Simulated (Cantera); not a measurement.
A freely propagating, adiabatic, planar premixed flame of 7.11 % C2H4, 15.2 % O2, 74.6 % N2, 3.06 % H2O, equivalence ratio 1.4, unburnt at 348 K and 1.00 bar; multicomponent transport, grid criteria slope 0.08 and curve 0.16, no radiation.

Detailed kinetics in Cantera: GRI-Mech 3.0 (53 species, 325 reactions). GRI-Mech 3.0 was tuned for natural gas; its chemistry of ethylene as a main component is partial and can be far from experiment. Burning velocities carry a grid error of a few per cent, more on coarse grids.

Q: Predict: laminar burning velocity; thermal thickness; peak x(H); peak x(OH).

A: 
```json
{
 "laminar_burning_velocity": "55.8 cm/s",
 "thermal_thickness": "0.366 mm",
 "peak x(H)": "0.00747",
 "peak x(OH)": "0.00206"
}
```
